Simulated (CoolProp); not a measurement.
The fluid at 431.23 K and 6.87 MPa is throttled through a valve to 2.8 MPa with no heat exchange. The same conditions are run with several fluids, on thermodynamics alone (safety and materials aside).

Computed with CoolProp (reference Helmholtz-energy equation of state of each fluid (tetrahydrofuran: Fiedler 2023; n-undecane: Aleksandrov 2011; tetradecamethylhexasiloxane (MD4M): Thol 2019; dimethyl carbonate: Zhou 2011; R113: Marx 1992)).

### Question
Rank tetrahydrofuran, n-undecane, tetradecamethylhexasiloxane (MD4M), dimethyl carbonate, R113 by temperature change (K), highest first.

### Answer
tetradecamethylhexasiloxane (MD4M) (+1.3), n-undecane (+1.1), dimethyl carbonate (+0.5), tetrahydrofuran (+0.4), R113 (-0.8)

| fluid | final density (kg/m³) |
|---|---|
| tetrahydrofuran | 721 |
| n-undecane | 636 |
| tetradecamethylhexasiloxane (MD4M) | 763 |
| dimethyl carbonate | 875 |
| R113 | 1200 |
